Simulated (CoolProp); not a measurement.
Properties of acetone at several states.

Values from CoolProp's reference Helmholtz-energy equation of state, Lemmon 2006. It is a short technical equation, of lower accuracy than the large ones.

```tsv
T (K)	p (kPa)	phase	density (kg/m³)	Joule-Thomson coefficient (K/MPa)	isothermal compressibility (1/MPa)	expansivity (1/kK)
480	17.7	gas	0.2581	14.07	56.60	2.097
255.7	989	liquid	831.6	-0.3936	0.0008864	1.278
506	92.2	gas	1.283	11.69	10.93	2.032
407.4	425	gas	7.984	29.14	2.597	3.495
474.4	5720	liquid	542.6	0.6072	0.01467	4.180
```
